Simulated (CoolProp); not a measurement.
Saturated liquid density (kg/m³) of sulfur dioxide: the reference equation beside estimates from Tc = 157.5 °C, pc = 78.87 bar, ω = 0.256. Rackett uses Z = 0.29056 − 0.08775 ω.

Values from CoolProp's reference Helmholtz-energy equation of state, Gao 2016.

```
T (°C)  reference  Rackett  van der Waals  Redlich-Kwong  Soave-Redlich-Kwong  Peng-Robinson
------  ---------  -------  -------------  -------------  -------------------  -------------
44.35        1310     1293          778.3           1119                 1169           1325
49.65        1294     1277          768.8           1102                 1153           1307
54.95        1278     1261          759.1           1085                 1136           1288
60.35        1260     1244          749.0           1067                 1118           1268
65.65        1243     1227          738.7           1048                 1099           1247
70.95        1225     1210          728.1           1029                 1080           1226
76.35        1206     1192          716.9           1009                 1060           1203
81.65        1187     1173          705.6          988.6                 1039           1179
87.05        1166     1154          693.6          966.9                 1017           1154
92.35        1145     1134          681.3          944.8                994.3           1128
```

Absolute difference from the reference over all 10 rows, mean and median: Rackett 1.2 and 1.2 %, van der Waals 40.6 and 40.6 %, Redlich-Kwong 15.9 and 15.8 %, Soave-Redlich-Kwong 11.8 and 11.7 %, Peng-Robinson 0.7 and 0.7 %.
